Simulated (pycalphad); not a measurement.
CALPHAD calculation (pycalphad, COST 507 light-alloy database (1999)), 1 atm. No gas phase is included, though pure Mg would boil below 1377 °C. These are 1990s assessments: newer ones move some temperatures and phases. Diffusion is slow at the low end, where real alloys seldom reach equilibrium.

Molar enthalpy of Mg-45.56Si (wt.%) in equilibrium (SER reference):

```
T (°C)  H (kJ/mol)              phases
------  ----------  ------------------
1377         45.79              LIQUID
1297         43.27              LIQUID
1217         40.76              LIQUID
1137         38.25              LIQUID
1097         36.99              LIQUID
1057         35.73              LIQUID
977          18.24      MG2SI + LIQUID
937           3.88  MG2SI + DIAMOND_A4
897           2.82  MG2SI + DIAMOND_A4
817           0.71  MG2SI + DIAMOND_A4
737          -1.39  MG2SI + DIAMOND_A4
657          -3.47  MG2SI + DIAMOND_A4
577          -5.54  MG2SI + DIAMOND_A4
497          -7.59  MG2SI + DIAMOND_A4
417          -9.61  MG2SI + DIAMOND_A4
337         -11.62  MG2SI + DIAMOND_A4
257         -13.58  MG2SI + DIAMOND_A4
177         -15.50  MG2SI + DIAMOND_A4
97          -17.35  MG2SI + DIAMOND_A4
```

Cooling from 1057 °C to 937 °C, across the freezing range, releases 31.9 kJ/mol, or 1230 J/g. The slope is 31 J/(mol K) in the liquid and 27 J/(mol K) just below the solidus, where it includes any heat of precipitation. Liquidus 1051 °C, solidus 943 °C. Changes were sought between steps of 40 K, so a narrower field can be missed.

Database names, with the compositions (at.%) that they take in these runs: MG2SI: Mg 67 Si 33. DIAMOND_A4 is diamond (Si).
